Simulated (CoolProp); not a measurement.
Vapour-liquid equilibrium of cyclohexane (1) + p-xylene (2) at 30.75 °C; x and y are mole fractions of (1).

Values from CoolProp's multi-fluid Helmholtz-energy mixture model, Zhou 2014 and Zhou 2012; pair parameters Bell 2016.

Give the bubble pressure and the first vapour's composition at x = 0.125, 0.65, 0.95. Is there an azeotrope?

x = 0.125: 4.329 kPa, y = 0.668; x = 0.65: 12.23 kPa, y = 0.943; x = 0.95: 16.07 kPa, y = 0.992. No azeotrope shows between x = 0.05 and 0.95.

The pair parameters rest on a limited set of measurements; away from them the model extrapolates.
